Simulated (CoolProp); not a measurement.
A Linde-Hampson liquefier for CF4 (R14): isothermal reversible compression at 320 K from 1 atm to 40 MPa, throttling to 1 atm, return gas leaving the recuperator 10 K below the feed. Each further row changes one setting.

Model: reference Helmholtz-energy equation of state, Platzer 1990, in CoolProp. This equation is an older, rougher fit; its heat capacities, sound speeds and derivatives of the liquid may be far off and weren't checked against measurements.

```csv
case,liquid yield per pass,compression work (kJ/kg of gas)
as stated,0.230,169
warm-end temperature 350 K,…,…
warm-end gap 15 K,…,169
```

Question: Some entries are withheld; supply them.

Answer: 
- warm-end temperature 350 K, liquid yield per pass: 0.179
- warm-end temperature 350 K, compression work (kJ/kg of gas): 190
- warm-end gap 15 K, liquid yield per pass: 0.218
